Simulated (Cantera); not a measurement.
A closed system holds: 1 mol Cr, 0.49 mol N2O, equilibrated at 2150 °C and 0.350 bar.

These are equilibrium values from Cantera (NASA tables, ideal gas, pure condensed phases), not measurements of a reactor. Mutual solubility and eutectic melting of coexisting phases are not modelled. Rates play no part.

```
species          before     after
-------------  --------  --------
N2                0.855     0.999
Cr                0.137  0.000524
CrO             0.00827   2.39e-6
CrO2           0.000162   7.35e-9
NO              1.90e-5   1.40e-8
Cr(l), mol        0.593         0
Cr2O3(s), mol     0.162     0.163
Cr(s), mol            0     0.673
```
Gas species are given as mole fractions.

Task: Which change was made?
(A) pressure from 0.350 bar to 1 atm
(B) temperature from 2150 °C to 1577 °C
(C) N2O from 0.49 to 19 mol
(D) pressure from 0.350 bar to 0.0133 bar

Result: B, temperature from 2150 °C to 1577 °C
